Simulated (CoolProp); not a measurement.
Properties of hexamethyldisiloxane (MM) at several states.

Values from CoolProp's reference Helmholtz-energy equation of state, Thol 2016.

```
T (K)  p (MPa)   phase  density (kg/m³)  isothermal compressibility (1/MPa)  fugacity coefficient
-----  -------  ------  ---------------  ----------------------------------  --------------------
217.3   0.0241  liquid            842.5                            0.001069             0.0005289
449.8   0.0102     gas           0.4442                               98.35                0.9969
372.6     0.11  liquid            676.2                            0.004681                0.8419
358.5    0.127  liquid            693.1                            0.003940                0.4828
462.7    0.022     gas           0.9343                               45.73                0.9939
```
